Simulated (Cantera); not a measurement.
Cantera run:

```python
import numpy as np
import cantera as ct

gas_names = """
    H H2 Si SiH SiH2 SiH3 SiH4 Si2 Si3
""".split()
cond_names = """
    Si(cr) Si(L)
""".split()


# ... load() reads the species with a 1 bar reference pressure and builds the phases ...
atoms = {
    'Si3H8': {'Si': 3, 'H': 8},
    'H2': {'H': 2},
}
top_T = {}  # K; cautious upper limits of use, not melting points


# ... equilibrate(T, P, feed) seeds the gas with the atoms and calls Mixture.equilibrate('TP', solver="vcs", rtol=1e-11, max_steps=5000) ...
results = []
feed = {'Si3H8': 1, 'H2': 68}  # mol
T = 1350  # K
P = 290  # Pa
mix = equilibrate(T, P, feed)
results.append((T, P, feed, dict(zip(mix.species_names, mix.species_moles))))
print(gas.report(threshold=1e-05))
for i in range(1, mix.n_phases):
    print(f"{mix.phase(i).name:16s} {mix.phase_moles(i):12.5e} mol")
```

Output:

```
       temperature   1350 K
          pressure   290 Pa
           density   5.2085e-05 kg/m^3
  mean mol. weight   2.016 kg/kmol
   phase of matter   gas

                          1 kg             1 kmol
                     ---------------   ---------------
          enthalpy        1.5643e+07        3.1535e+07  J
   internal energy        1.0075e+07         2.031e+07  J
           entropy        1.1116e+05         2.241e+05  J/K
    Gibbs function       -1.3443e+08         -2.71e+08  J
 heat capacity c_p             15745             31741  J/K
 heat capacity c_v             11620             23426  J/K

                      mass frac. Y      mole frac. X     chem. pot. / RT
                     ---------------   ---------------   ---------------
                 H        2.2128e-05        4.4254e-05           -12.072
                H2           0.99997           0.99996           -24.144
     [   +7 minor]        3.9509e-06        2.6981e-07

Si(cr)            2.99998e+00 mol
```

These are equilibrium values from Cantera (NASA tables, ideal gas, pure condensed phases), not measurements of a reactor. The feed counts by its element totals alone.
